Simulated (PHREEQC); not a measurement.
Consider water at 25 °C with 1.9 mmol/kgw K2CO3, 0.041 mmol/kgw Al(NO3)3 and 0.005 mmol/kgw CO2. Closed to the air; pH follows from the charge balance.

Equilibrium calculation in PHREEQC: ion-association model, phreeqc.dat.

Task: The ionic strength comes out as 0.00511 mol/kgw. What activity coefficients do NO3-, CO3-2, K+, OH-, Al(OH)4- get?

Result: NO3- 0.92, CO3-2 0.74, K+ 0.92, OH- 0.92, Al(OH)4- 0.93.

No solid was allowed to form.
